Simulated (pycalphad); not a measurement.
Computed with pycalphad from the COST 507 light-alloy database (1999), at 1 atm. The database dates from 1999; later assessments differ in places, in temperatures and in the compounds included. Amounts are mole fractions of atoms. Kinetics are ignored, which matters at the lower temperatures.

### Question
Give the equilibrium state of Ti-12.14Hf-0.35B (at.%) at 550 K.

### Answer
```
T = 550.00 K, P = 101325 Pa, N = 1 mol of atoms
G = -21370 J/mol, H = 7659 J/mol, S = 52.78 J/(mol K)  (SER reference)
chemical potentials (J/mol): Ti -19615, Hf -29785, B -168403
phase             fraction      x(Ti)      x(Hf)       x(B)
HCP_A3              0.9931     0.8777     0.1222    6.7e-05
BM                  0.0069     0.4984     0.0016     0.5000
```

### Question
Give the equilibrium state of Ti-12.14Hf-0.35B (at.%) at 1550 K.

### Answer
BCC_A2, fraction 0.996, with 12.2 Hf, 0.17 B at.%; BM, fraction 0.004, with 1.3 Hf, 50.0 B at.%.

Database names, with the compositions (at.%) that they take in these runs: BM: Ti 49 B 50 Hf 0. BCC_A2 is bcc; HCP_A3 is hcp.
